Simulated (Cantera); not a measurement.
A perfectly stirred reactor is fed with 1.82 % CH4, 95.6 % H2, 0.315 % O2, 2.29 % H2O, equivalence ratio 160, at 25000 Pa; it is held at 2725 K, and followed from long to short residence time.

Detailed kinetics in Cantera: GRI-Mech 3.0 (53 species, 325 reactions).

x: mole fraction; the columns are a selection and need not sum to one.

| τ (s) | x CH4 | x H2 | x O2 | x HO2 | x C2H2 | x H2O2 | x CO2 |
|---|---|---|---|---|---|---|---|
| 7.0 | 5.71e-8 | 0.857 | 1.36e-7 | 1.23e-10 | 5.14e-10 | 1.96e-11 | 2.76e-5 |
| 2.8 | 1.43e-7 | 0.857 | 1.37e-7 | 1.23e-10 | 1.98e-9 | 1.96e-11 | 2.76e-5 |
| 1.1 | 3.66e-7 | 0.857 | 1.39e-7 | 1.23e-10 | 9.66e-9 | 1.96e-11 | 2.76e-5 |
| 0.44 | 9.26e-7 | 0.858 | 1.43e-7 | 1.25e-10 | 5.32e-8 | 1.95e-11 | 2.76e-5 |
| 0.17 | 2.47e-6 | 0.859 | … | 1.27e-10 | 3.47e-7 | 1.94e-11 | 2.76e-5 |
| 0.068 | 6.67e-6 | 0.862 | … | 1.36e-10 | 2.29e-6 | 1.91e-11 | 2.77e-5 |
| 0.027 | 1.98e-5 | 0.869 | … | 1.63e-10 | 1.69e-5 | 1.88e-11 | 2.78e-5 |
| 0.011 | 6.35e-5 | 0.881 | … | 2.67e-10 | 0.000121 | 2.10e-11 | 2.82e-5 |
| 0.0042 | 0.000212 | 0.897 | … | 7.46e-10 | 0.000692 | 4.03e-11 | 2.95e-5 |
| 0.0017 | 0.000546 | 0.908 | … | 2.44e-9 | 0.00197 | 1.24e-10 | 2.94e-5 |
| 0.00066 | 0.00125 | 0.916 | … | 8.56e-9 | 0.00361 | 4.70e-10 | 2.37e-5 |

Problem. Some entries are withheld; supply them.

Solution. 
- 0.17, x O2: 1.55e-7
- 0.068, x O2: 1.85e-7
- 0.027, x O2: 2.73e-7
- 0.011, x O2: 5.47e-7
- 0.0042, x O2: 1.56e-6
- 0.0017, x O2: 4.61e-6
- 0.00066, x O2: 1.44e-5
